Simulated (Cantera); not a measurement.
**Thermodynamics of titanium nitride, carbide and oxide coatings, feed Ti(OiPr)₄ + CH₄ + H₂**

Feed: 1 mol Ti(OiPr)₄, 3.2 mol CH₄, 2.8 mol H₂, at 1000 Pa.

These are equilibrium values from Cantera (NASA tables, ideal gas, pure condensed phases), not measurements of a reactor. Candidate condensed phases: C, C₆H₆, C₇H₈, C₈H₁₈, H₂O, Ti, TiC, TiO, TiO₂, Ti₂O₃, Ti₃O₅, Ti₄O₇; 113 gas species. The feed counts by its element totals alone. TiC: taken at fixed stoichiometry. Condensed phases not in the tables: Magnéli phases beyond Ti₄O₇. Equilibrium is a limit: real reactors are often held back by kinetics, nucleation or transport.

At 727 °C the condensed part is C(graphite) + TiO₂(rutile). At 877 °C the condensed part is C(graphite) + Ti₃O₅(s). From 1027 °C to 1927 °C the condensed part is C(graphite) + TiC(s).

```json
[
 {"T (°C)": "727", "x H₂": "0.920", "x CO": "0.0791", "x H": "2.18e-8", "x C₂H₂ (acetylene)": "1.05e-9", "x CH₄": "0.000808", "x H₂O": "0.000288", "x CO₂": "3.55e-5", "x C₂H": "<1e-12", "n C(graphite)": "13.2", "n TiO₂(rutile)": "1.00", "n Ti₃O₅(s)": "0", "n TiC(s)": "0"},
 {"T (°C)": "877", "x H₂": "0.908", "x CO": "0.0914", "x H": "7.11e-7", "x C₂H₂ (acetylene)": "3.51e-8", "x CH₄": "0.000193", "x H₂O": "3.89e-5", "x CO₂": "3.29e-6", "x C₂H": "<1e-12", "n C(graphite)": "12.9", "n TiO₂(rutile)": "0", "n Ti₃O₅(s)": "0.333", "n TiC(s)": "0"},
 {"T (°C)": "1027", "x H₂": "0.853", "x CO": "0.147", "x H": "1.02e-5", "x C₂H₂ (acetylene)": "4.91e-7", "x CH₄": "5.72e-5", "x H₂O": "1.14e-5", "x CO₂": "1.12e-6", "x C₂H": "<1e-12", "n C(graphite)": "10.2", "n TiO₂(rutile)": "0", "n Ti₃O₅(s)": "0", "n TiC(s)": "1.00"},
 {"T (°C)": "1177", "x H₂": "0.853", "x CO": "0.147", "x H": "8.73e-5", "x C₂H₂ (acetylene)": "4.16e-6", "x CH₄": "2.40e-5", "x H₂O": "3.13e-6", "x CO₂": "2.27e-7", "x C₂H": "<1e-12", "n C(graphite)": "10.2", "n TiO₂(rutile)": "0", "n Ti₃O₅(s)": "0", "n TiC(s)": "1.00"},
 {"T (°C)": "1327", "x H₂": "0.852", "x CO": "0.147", "x H": "0.000502", "x C₂H₂ (acetylene)": "2.34e-5", "x CH₄": "1.19e-5", "x H₂O": "1.10e-6", "x CO₂": "6.29e-8", "x C₂H": "4.64e-11", "n C(graphite)": "10.2", "n TiO₂(rutile)": "0", "n Ti₃O₅(s)": "0", "n TiC(s)": "1.00"},
 {"T (°C)": "1477", "x H₂": "0.851", "x CO": "0.147", "x H": "0.00215", "x C₂H₂ (acetylene)": "9.78e-5", "x CH₄": "6.61e-6", "x H₂O": "4.60e-7", "x CO₂": "2.19e-8", "x C₂H": "1.74e-9", "n C(graphite)": "10.2", "n TiO₂(rutile)": "0", "n Ti₃O₅(s)": "0", "n TiC(s)": "1.00"},
 {"T (°C)": "1627", "x H₂": "0.846", "x CO": "0.147", "x H": "0.00730", "x C₂H₂ (acetylene)": "0.000323", "x CH₄": "4.02e-6", "x H₂O": "2.21e-7", "x CO₂": "9.10e-9", "x C₂H": "3.64e-8", "n C(graphite)": "10.2", "n TiO₂(rutile)": "0", "n Ti₃O₅(s)": "0", "n TiC(s)": "1.00"},
 {"T (°C)": "1777", "x H₂": "0.833", "x CO": "0.146", "x H": "0.0207", "x C₂H₂ (acetylene)": "0.000884", "x CH₄": "2.59e-6", "x H₂O": "1.17e-7", "x CO₂": "4.29e-9", "x C₂H": "4.86e-7", "n C(graphite)": "10.2", "n TiO₂(rutile)": "0", "n Ti₃O₅(s)": "0", "n TiC(s)": "1.000"},
 {"T (°C)": "1927", "x H₂": "0.804", "x CO": "0.143", "x H": "0.0505", "x C₂H₂ (acetylene)": "0.00206", "x CH₄": "1.70e-6", "x H₂O": "6.57e-8", "x CO₂": "2.22e-9", "x C₂H": "4.48e-6", "n C(graphite)": "10.1", "n TiO₂(rutile)": "0", "n Ti₃O₅(s)": "0", "n TiC(s)": "1.000"}
]
```
x: gas mole fraction; n: condensed amount in mol.
